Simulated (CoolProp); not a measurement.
Vapour-liquid equilibrium of propylene (1) + acetone (2) at 192 kPa; x and y are mole fractions of (1).

Values from CoolProp's multi-fluid Helmholtz-energy mixture model, Lemmon 2013 and Lemmon 2006; pair parameters Bell 2016.

Q: Give the bubble temperature and the first vapour's composition at x = 0.65, 0.8, 0.875. Is there an azeotrope?

A: x = 0.65: -27.5 °C, y = 0.993; x = 0.8: -28.8 °C, y = 0.994; x = 0.875: -29.9 °C, y = 0.996. No azeotrope shows between x = 0.05 and 0.95.

Pair parameters are fitted to limited data, so mixtures are less certain than the pure fluids. With so large a gap from Raoult's law the liquid may split in two, which this calculation doesn't test in full.
